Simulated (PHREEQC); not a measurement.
TMAH is added in steps, without added water, to 1 kg of water holding 0.018 mol/kgw HF and 0.0015 mol/kgw FeCl3, at 20 °C. Oxygen alone is held at its pressure in air (log pO2 = -0.68). No CO2 enters from the air. Solids allowed: Fe(OH)3(a). Others were left out.

Base run: PHREEQC, ion-association model, phreeqc.dat. Each further column changes one thing. The table gives pH.

```csv
TMAH added (mol),base,HF from 0.018 to 0.0018 mol/kgw,HF from 0.018 to 0.0198 mol/kgw,FeCl3 from 0.0015 to 0.0003 mol/kgw,no solid may form
0,2.26,2.75,2.25,2.43,2.26
0.0027,2.44,3.46,2.41,2.63,2.44
0.004725,2.59,4.24,2.55,2.78,2.59
0.007425,2.82,11.18,2.76,3.00,2.82
0.01013,3.07,11.70,2.99,3.23,3.07
0.01215,3.29,11.88,3.18,3.43,3.29
0.01485,3.66,12.04,3.47,3.78,3.66
0.01688,4.17,12.13,3.76,4.28,4.17
0.01957,5.41,12.23,4.95,10.93,6.91
0.02227,5.86,12.30,5.53,11.63,7.75
0.0243,11.35,12.35,7.76,11.83,10.63
0.027,11.75,12.41,11.53,12.00,11.57
```

(CH3)4N+ isn't in the database: it is added as a free cation with an ion size of 4 Å. Fluoro complexes past AlF4- and FeF3 are missing from the database. In at least one series the solution becomes supersaturated in solids that the run did not let form, among them Fe(OH)3(a).
